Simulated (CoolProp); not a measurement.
Vapour-liquid equilibrium of 1-butene (1) + acetone (2) at 0.103 MPa; x and y are mole fractions of (1).

Computed with CoolProp (multi-fluid Helmholtz-energy mixture model, Lemmon 2005 and Lemmon 2006; pair parameters Bell 2016).

| x | bubble temperature, mixture model (K) | bubble temperature, Raoult's law (K) | y, mixture model | y, Raoult's law |
|---|---|---|---|---|
| 0.05 | 311.5 | 321.8 | 0.498 | 0.279 |
| 0.2 | 285.1 | 304.2 | 0.856 | 0.692 |
| 0.35 | 276.7 | 292.5 | 0.914 | 0.849 |
| 0.5 | 273.5 | 284.1 | 0.932 | 0.921 |
| 0.65 | 271.8 | 277.8 | 0.943 | 0.960 |
| 0.8 | 270.2 | 272.7 | 0.957 | 0.982 |
| 0.95 | 268.1 | 268.5 | 0.984 | 0.996 |

The largest gap from Raoult's law is -19.1 K in bubble temperature, at x = 0.2. No azeotrope shows between x = 0.05 and 0.95.

The pair parameters rest on a limited set of measurements; away from them the model extrapolates. With so large a gap from Raoult's law the liquid may split in two, which this calculation doesn't test in full.
